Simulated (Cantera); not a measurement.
A perfectly stirred reactor is fed with H₂ : O₂ : N₂ = 0.47 : 1 : 0.73 (molar parts), equivalence ratio 0.23, at 1.00 bar; it is held at 1025 K, and followed from long to short residence time.

Model: the H2/O2 subset of GRI-Mech 3.0, which has no nitrogen chemistry, integrated in Cantera. The temperature is held fixed by assumption; the heat of reaction is taken as removed at once.

x: mole fraction; the columns are a selection and need not sum to one.

```tsv
τ (s)	x H₂	x O₂	x O	x HO₂	x H
4.0	0.00313	0.390	4.84e-7	3.12e-5	(withheld)
1.7	0.00556	0.391	7.91e-7	4.76e-5	(withheld)
0.68	0.0105	0.392	1.24e-6	7.39e-5	(withheld)
0.28	0.0195	0.395	1.78e-6	0.000110	(withheld)
0.12	0.0351	0.400	2.40e-6	0.000155	(withheld)
0.048	0.0612	0.407	3.35e-6	0.000208	(withheld)
0.020	0.0884	0.416	5.08e-6	0.000257	(withheld)
0.0082	0.107	0.421	9.18e-6	0.000308	(withheld)
```

**Question.** Fill in the missing entries.

**Answer.** 
- 4.0, x H: 4.92e-8
- 1.7, x H: 1.13e-7
- 0.68, x H: 2.74e-7
- 0.28, x H: 6.29e-7
- 0.12, x H: 1.35e-6
- 0.048, x H: 2.91e-6
- 0.020, x H: 5.86e-6
- 0.0082, x H: 1.23e-5
